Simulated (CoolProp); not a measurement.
Saturation properties of n-heptane.

Values from CoolProp's reference Helmholtz-energy equation of state, Span 2003. It is a short technical equation, of lower accuracy than the large ones.

```
T (K)  p (kPa)  vapour density (kg/m³)  enthalpy of vaporisation (kJ/kg)  vapour viscosity (µPa s)
-----  -------  ----------------------  --------------------------------  ------------------------
281.9        …                  0.1098                             375.2                      5.56
308.7    10.09                  0.3979                             358.6                      6.05
335.6    30.76                   1.131                                 …                      6.55
362.4    76.86                   2.673                             323.4                      7.04
389.3        …                   5.557                             303.6                      7.56
416.1    319.4                       …                                 …                      8.12
442.9    562.2                       …                                 …                      8.81
469.8    925.2                   31.61                             224.6                      9.81
496.6     1441                       …                             184.1                      11.5
```

Q: What belongs in the gaps?

A: 
- 281.9, p (kPa): 2.558
- 335.6, enthalpy of vaporisation (kJ/kg): 341.4
- 389.3, p (kPa): 166.1
- 416.1, vapour density (kg/m³): 10.48
- 416.1, enthalpy of vaporisation (kJ/kg): 281.4
- 442.9, vapour density (kg/m³): 18.52
- 442.9, enthalpy of vaporisation (kJ/kg): 255.8
- 496.6, vapour density (kg/m³): 53.81

It boils at 371.5 K under 1 atm.

Viscosity comes from a separate model (Michailidou 2014).
